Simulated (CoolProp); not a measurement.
Saturated liquid density (kg/m³) of acetone: the reference equation beside estimates from Tc = 508.1 K, pc = 4.692 MPa, ω = 0.307.

The numbers come from the reference Helmholtz-energy equation of state, Lemmon 2006 in CoolProp. It is a short technical equation, of lower accuracy than the large ones.

```
T (K)   reference  Redlich-Kwong  Peng-Robinson
-----  ----------  -------------  -------------
357.6       714.2          531.7     (withheld)
367.2       701.7          520.6          620.6
376.8       688.9          509.0          608.3
386.4       675.6          497.0          595.3
396         661.8     (withheld)          581.4
405.6       647.4          471.1     (withheld)
415.2  (withheld)          457.1          550.6
424.8       616.4          442.4          533.4
434.5       599.3          426.5          514.7
444.1       581.3          409.8          494.4
```

Question: Some entries are withheld; supply them.

Answer: 
- 357.6, Peng-Robinson: 632.2
- 396, Redlich-Kwong: 484.3
- 405.6, Peng-Robinson: 566.5
- 415.2, reference: 632.3

Absolute difference from the reference over all 10 rows, mean and median: Redlich-Kwong 27.2 and 27.0 %, Peng-Robinson 12.7 and 12.3 %.
